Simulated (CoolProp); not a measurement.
Saturated liquid density (kg/m³) of methanol: the reference equation beside estimates from Tc = 513.4 K, pc = 8216 kPa, ω = 0.565.

Model: reference Helmholtz-energy equation of state, de Reuck 1993, in CoolProp.

```tsv
T (K)	reference	Soave-Redlich-Kwong	Peng-Robinson
379	…	535.5	605.8
387.8	693.9	525.5	594.9
396.6	683.0	514.9	583.2
405.4	671.5	503.6	570.7
414.2	…	491.6	557.3
423	646.4	…	…
431.8	632.6	465.0	527.4
440.6	617.8	450.1	510.6
449.4	601.6	434.0	492.3
458.2	584.0	416.5	…
467	564.4	…	449.8
475.8	542.2	375.5	424.7
484.6	516.3	351.0	…
493.4	483.8	322.2	362.2
```

Question: Fill in the missing entries.

Answer: 
- 379, reference: 704.3
- 414.2, reference: 659.3
- 423, Soave-Redlich-Kwong: 478.8
- 423, Peng-Robinson: 543.0
- 458.2, Peng-Robinson: 472.1
- 467, Soave-Redlich-Kwong: 397.1
- 484.6, Peng-Robinson: 396.1

Absolute difference from the reference over all 14 rows, mean and median: Soave-Redlich-Kwong 27.5 and 26.8 %, Peng-Robinson 17.9 and 17.0 %.
